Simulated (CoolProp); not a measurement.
A closed Brayton cycle with dry air: compressor inlet 309.15 K and 5.7 MPa, high pressure 14.2 MPa, turbine inlet 910 K, compressor efficiency 0.85, turbine efficiency 0.85, recuperator effectiveness 0.95 (on enthalpy, no pinch check). Each further row changes one setting.

The numbers come from the reference Helmholtz-energy equation of state, Lemmon 2000 in CoolProp. It is a pseudo-pure fit of the blend.

| case | thermal efficiency (%) | net work (kJ/kg) | compressor to turbine work | compressor exit (K) | turbine exit (K) |
|---|---|---|---|---|---|
| as stated | 35.9 | 75.3 | 0.60 | 418.7 | 746.6 |
| turbine inlet 860 K | 33.0 | 65.0 | ___ | 418.7 | ___ |
| compressor inlet 319.15 K | 34.2 | 71.4 | ___ | 432.1 | 746.6 |
| high pressure 12.1 MPa | 37.0 | 67.4 | 0.57 | 397.4 | 772.9 |
| recuperator effectiveness 0.5 | ___ | 75.3 | 0.60 | 418.7 | 746.6 |

Problem. Some entries are withheld; supply them.

Solution. 
- turbine inlet 860 K, compressor to turbine work: 0.63
- turbine inlet 860 K, turbine exit (K): 704.1
- compressor inlet 319.15 K, compressor to turbine work: 0.62
- recuperator effectiveness 0.5, thermal efficiency (%): 20.5
